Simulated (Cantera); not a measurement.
A perfectly stirred reactor is fed with C2H4 : H2 = 1 : 23 (molar parts), at 0.987 atm; it is held at 1423 K, and followed from long to short residence time.

Model: GRI-Mech 3.0 (53 species, 325 reactions), integrated in Cantera. GRI-Mech 3.0 was tuned for natural gas; its chemistry of ethylene as a main component is partial and can be far from experiment. GRI-Mech 3.0 stops at C3 and has no aromatics, soot or wall deposition, so with more carbon than oxygen in the feed, carbon stays in small species such as C2H2 where larger ones or solid carbon would form.

Predict: x(C2H4) at τ = 4.00 s; x(H2) at τ = 4.00 s; x(CH4) at τ = 4.00 s; x(C2H2) at τ = 4.00 s; x(CH3) at τ = 4.00 s; x(C2H4) at τ = 81.0 ms; x(H2) at τ = 81.0 ms; x(CH4) at τ = 81.0 ms; x(C2H2) at τ = 81.0 ms; x(CH3) at τ = 81.0 ms.


```json
{
  "x(C2H4) at τ = 4.00 s": "0.00423",
  "x(H2) at τ = 4.00 s": "0.926",
  "x(CH4) at τ = 4.00 s": "0.0626",
  "x(C2H2) at τ = 4.00 s": "0.00708",
  "x(CH3) at τ = 4.00 s": "1.23e-5",
  "x(C2H4) at τ = 81.0 ms": "0.0148",
  "x(H2) at τ = 81.0 ms": "0.951",
  "x(CH4) at τ = 81.0 ms": "0.0163",
  "x(C2H2) at τ = 81.0 ms": "0.0182",
  "x(CH3) at τ = 81.0 ms": "9.11e-6"
}
```
